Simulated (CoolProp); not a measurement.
Vapour-liquid equilibrium of CHF3 (R23) (1) + C2F6 (R116) (2) at 0.2 MPa; x and y are mole fractions of (1).

Computed with CoolProp (multi-fluid Helmholtz-energy mixture model, Penoncello 2003 and Lemmon 2006; pair parameters Bell 2016).

```
x     bubble temperature, mixture model (°C)  bubble temperature, Raoult's law (°C)  y, mixture model  y, Raoult's law
----  --------------------------------------  -------------------------------------  ----------------  ---------------
0.05                                   -67.9                                  -64.7             0.181            0.063
0.15                                   -71.8                                  -65.3             0.370            0.183
0.25                                   -73.6                                  -65.8             0.460            0.297
0.35                                   -74.5                                  -66.3             0.511            0.406
0.45                                   -74.8                                  -66.9             0.544            0.509
0.55                                   -75.0                                  -67.3             0.571            0.608
0.65                                   -74.9                                  -67.8             0.601            0.702
0.75                                   -74.6                                  -68.3             0.642            0.791
0.85                                   -73.7                                  -68.7             0.714            0.878
0.95                                   -71.5                                  -69.2             0.862            0.960
```

The largest gap from Raoult's law is -8.2 K in bubble temperature, at x = 0.35. y crosses x between x = 0.55 and 0.65: the model has an azeotrope there.

The pair parameters rest on a limited set of measurements; away from them the model extrapolates.
